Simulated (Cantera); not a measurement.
A perfectly stirred reactor is fed with CH4 : CO : O2 : N2 : CO2 = 1 : 0.39 : 1.29 : 4.85 : 1.1 (molar parts), at 675 Torr; it is adiabatic with a 500 K inlet, and is followed from long to short residence time, starting on the burning branch (τ in s: 0.054, 0.026, 0.013, 0.0061, 0.003, 0.0015, 0.00071, 0.00034, 0.00017, 8.1e-05).

Cantera simulation using GRI-Mech 3.0 (53 species, 325 reactions); the numbers are that mechanism's predictions, not measurements.

Task: What does this change do: pressure from 675 Torr to 3600 Torr?

Result: 
```
quantity                                                                      before                               after
------------------------------------------------  ----------------------------------  ----------------------------------
blow-out, bracketed by the residence times tried  burning at 6.10 ms, out at 3.00 ms  burning at 3.00 ms, out at 1.50 ms
x(CH4) at τ = 54.0 ms                                                        0.00495                             0.00791
x(CO) at τ = 54.0 ms                                                           0.124                               0.115
x(O2) at τ = 54.0 ms                                                         0.00210                             0.00144
x(CH3) at τ = 54.0 ms                                                       0.000293                            0.000129
x(O) at τ = 54.0 ms                                                          1.15e-6                             1.75e-7
x(CH4) at τ = 1.50 ms                                                          0.116                               0.116
x(CO) at τ = 1.50 ms                                                          0.0452                              0.0452
x(O2) at τ = 1.50 ms                                                           0.149                               0.149
x(CH3) at τ = 1.50 ms                                                         <1e-12                              <1e-12
x(O) at τ = 1.50 ms                                                           <1e-12                              <1e-12
```

Task: What does this change do: CH4 1 to 0.74 parts?

Result: 
```tsv
quantity	before	after
blow-out, bracketed by the residence times tried	burning at 6.10 ms, out at 3.00 ms	burning at 0.340 ms, out at 0.170 ms
x(CH4) at τ = 54.0 ms	0.00495	1.94e-5
x(CO) at τ = 54.0 ms	0.124	0.0762
x(O2) at τ = 54.0 ms	0.00210	0.000596
x(CH3) at τ = 54.0 ms	0.000293	1.01e-5
x(O) at τ = 54.0 ms	1.15e-6	9.15e-5
x(CH4) at τ = 1.50 ms	0.116	0.000184
x(CO) at τ = 1.50 ms	0.0452	0.0813
x(O2) at τ = 1.50 ms	0.149	0.00509
x(CH3) at τ = 1.50 ms	<1e-12	7.10e-5
x(O) at τ = 1.50 ms	<1e-12	0.000820
```
